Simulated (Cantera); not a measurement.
Roasting and sulfation: FeS2 + SO2 + O2

Charge: 1 mol FeS2, 0.052 mol SO2, 0.42 mol O2, at 1.00 bar.

Equilibrium computed with Cantera from the NASA thermochemical tables; the gas is ideal and each condensed phase is pure. Candidate condensed phases: Fe, FeO, FeS, FeSO4, FeS2, Fe2O3, Fe2(SO4)3, Fe3O4, S; 12 gas species. FeS: taken at fixed stoichiometry. Gases not in the tables: S3 to S7. Kinetics and transport are ignored.

```csv
T (K),x SO2,x S2,x S2O,x SO,x S,x S8,x SO3,x O2,n FeS2(s),n Fe3O4(s),n FeS(s),n FeS(l)
725,1.000,0.000202,0.000118,3.05e-8,<1e-12,1.77e-10,1.01e-8,<1e-12,0.842,0.0525,0,0
800,0.998,0.00150,0.000500,3.34e-7,<1e-12,1.10e-9,2.20e-8,<1e-12,0.842,0.0527,0,0
875,0.990,0.00799,0.00166,2.43e-6,1.52e-11,5.29e-9,4.16e-8,<1e-12,0.840,0.0534,0,0
950,0.909,0.0824,0.00875,1.56e-5,5.06e-10,8.35e-7,5.02e-8,<1e-12,0.488,0,0.512,0
1025,0.612,0.367,0.0212,5.73e-5,7.89e-9,8.73e-6,4.13e-8,<1e-12,0,0,1.00,0
1100,0.612,0.367,0.0206,0.000152,4.45e-8,3.90e-7,8.05e-8,<1e-12,0,0,1.00,0
1175,0.612,0.367,0.0201,0.000354,2.02e-7,2.63e-8,1.44e-7,<1e-12,0,0,1.00,0
1250,0.612,0.367,0.0196,0.000748,7.62e-7,2.49e-9,2.42e-7,5.13e-12,0,0,1.00,0
1325,0.612,0.367,0.0192,0.00145,2.48e-6,3.10e-10,3.83e-7,3.67e-11,0,0,1.00,0
1400,0.611,0.367,0.0188,0.00261,7.12e-6,4.87e-11,5.76e-7,2.13e-10,0,0,1.00,0
1475,0.610,0.367,0.0185,0.00443,1.84e-5,9.28e-12,8.33e-7,1.03e-9,0,0,0,1.00
```
x: gas mole fraction; n: condensed amount in mol.

From 725 K to 875 K the condensed part is FeS2(s) + Fe3O4(s). At 950 K the condensed part is FeS(s) + FeS2(s). From 1025 K to 1400 K the condensed part is FeS(s). At 1475 K the condensed part is FeS(l).
